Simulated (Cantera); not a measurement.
Input (Python, Cantera) and output of one run.

```python
import numpy as np
import cantera as ct

gas_names = [...]  # 136 gases of nasa_gas.yaml made of C, H, N, O
cond_names = """
    C(gr) C6H6(L) C7H8(L) C8H18(L),n-octa H2O(s) H2O(L)
""".split()


# ... load() reads the species with a 1 bar reference pressure and builds the phases ...
atoms = {
    'C2H5OH': {'C': 2, 'H': 6, 'O': 1},
    'NH3': {'N': 1, 'H': 3},
}
top_T = {'C(gr)': 4500}  # K; cautious upper limits of use, not melting points


# ... equilibrate(T, P, feed) seeds the gas with the atoms and calls Mixture.equilibrate('TP', solver="vcs", rtol=1e-11, max_steps=5000) ...
results = []
feed = {'C2H5OH': 1, 'NH3': 0.017}  # mol
T = 650  # K
P = 100000  # Pa
mix = equilibrate(T, P, feed)
results.append((T, P, feed, dict(zip(mix.species_names, mix.species_moles))))
print(gas.report(threshold=0.0001))
for i in range(1, mix.n_phases):
    print(f"{mix.phase(i).name:16s} {mix.phase_moles(i):12.5e} mol")
```

Output:

```
       temperature   650 K
          pressure   1e+05 Pa
           density   0.30168 kg/m^3
  mean mol. weight   16.304 kg/kmol
   phase of matter   gas

                          1 kg             1 kmol
                     ---------------   ---------------
          enthalpy       -7.7939e+06       -1.2707e+08  J
   internal energy       -8.1254e+06       -1.3248e+08  J
           entropy             13554        2.2099e+05  J/K
    Gibbs function       -1.6604e+07       -2.7072e+08  J
 heat capacity c_p              2754             44902  J/K
 heat capacity c_v            2244.1             36588  J/K

                      mass frac. Y      mole frac. X     chem. pot. / RT
                     ---------------   ---------------   ---------------
               CH4           0.44272           0.44993           -38.187
                CO         0.0018747         0.0010912           -51.888
               CO2            0.1278          0.047347           -102.75
                H2          0.016262           0.13151           -18.581
               H2O           0.40458           0.36616           -69.445
                N2         0.0066987         0.0038987           -29.432
     [ +130 minor]        6.3136e-05        5.8412e-05

C(gr)             9.21155e-01 mol
```

Equilibrium computed with Cantera from the NASA thermochemical tables; the gas is ideal and each condensed phase is pure.
